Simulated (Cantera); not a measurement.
A closed system holds: 1 mol Si, a varied amount of HCl, 0.12 mol N2, held at 648 K and 1330 Pa.

Equilibrium computed with Cantera from the NASA thermochemical tables; the gas is ideal and each condensed phase is pure. Candidate condensed phases: NH4Cl, Si, Si3N4; 28 gas species. N2 is the only nitrogen source here; it is nearly inert below about 1500 K, so the nitride shown seldom forms there in practice. Equilibrium is a limit: real reactors are often held back by kinetics, nucleation or transport.

### Question
What share of the Si ends up in condensed phases as a function of n(HCl) (mol), at 1.3, 2.2, 3.1, 3.9, 4.8, 5.7, 6.5, 7.4?

### Answer
```tsv
n(HCl) (mol)	Si condensed (%)	as
1.3	66.5	Si(s) + Si3N4(s)
2.2	43.2	Si(s) + Si3N4(s)
3.1	20.0	Si(s) + Si3N4(s)
3.9	17.3	Si3N4(s)
4.8	6.5	Si3N4(s)
5.7	0.0	-
6.5	0.0	-
7.4	0.0	-
```
